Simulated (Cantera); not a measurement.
What does this Cantera script print?

```python
import numpy as np
import cantera as ct

gas_names = """
    HI Mg H2
""".split()
cond_names = """
    MgI2(s) MgI2(L) Mg(cr) Mg(L)
""".split()


# ... load() reads the species with a 1 bar reference pressure and builds the phases ...
species = {s.name: s for s in load("nasa_gas.yaml", gas_names) + load("nasa_condensed.yaml", cond_names)}
# Each term lists the table entries of one substance; the one whose range holds T is used.
reactions = {
    '2 HI(g) + Mg(g) = H2(g) + MgI2':
        [(-2, ['HI']), (-1, ['Mg']), (1, ['H2']), (1, ['MgI2(s)', 'MgI2(L)'])],
    'Mg + 2 HI(g) = H2(g) + MgI2':
        [(-1, ['Mg(cr)', 'Mg(L)']), (-2, ['HI']), (1, ['H2']), (1, ['MgI2(s)', 'MgI2(L)'])],
}


def pick(names, T):
    return next(species[n] for n in names if species[n].thermo.min_temp <= T <= species[n].thermo.max_temp)


results = []
for label, terms in reactions.items():
    print(label)
    print("     T/K   dH/kJ  dS/(J/K)   dG/kJ   log10 K")
    for T in [300, 450, 600, 750, 900, 1050, 1200, 1350]:
        used = [(nu, pick(names, T)) for nu, names in terms]
        dH = sum(nu * s.thermo.h(T) for nu, s in used) / 1e6
        dS = sum(nu * s.thermo.s(T) for nu, s in used) / 1e3
        dG = dH - T * dS / 1e3
        logK = -dG * 1e6 / (ct.gas_constant * T * np.log(10))
        results.append((label, T, dH, dS, dG, logK, [s.name for _, s in used]))
        print(f"{T:8g} {dH:8.1f} {dS:8.1f} {dG:8.1f} {logK:8.2f}")
```

Output:

```
2 HI(g) + Mg(g) = H2(g) + MgI2
     T/K   dH/kJ  dS/(J/K)   dG/kJ   log10 K
     300   -566.7   -301.3   -476.3    82.94
     450   -562.6   -290.3   -432.0    50.14
     600   -558.1   -281.6   -389.1    33.88
     750   -553.4   -274.7   -347.4    24.20
     900   -548.7   -268.9   -306.7    17.80
    1050   -512.9   -230.0   -271.5    13.50
    1200   -506.5   -224.3   -237.4    10.33
    1350   -500.2   -219.3   -204.1     7.90
Mg + 2 HI(g) = H2(g) + MgI2
     T/K   dH/kJ  dS/(J/K)   dG/kJ   log10 K
     300   -419.6   -185.2   -364.1    63.39
     450   -416.3   -176.2   -337.0    39.12
     600   -412.8   -169.5   -311.1    27.08
     750   -409.4   -164.4   -286.1    19.92
     900   -406.1   -160.5   -261.7    15.19
    1050   -380.7   -132.6   -241.5    12.01
    1200   -376.4   -128.7   -221.9     9.66
    1350   -372.1   -125.4   -202.8     7.85
```

Cantera with NASA thermochemical tables; ideal gases at 1 bar, condensed phases pure. Condensed species are held in their standard states even where they would react or evaporate.
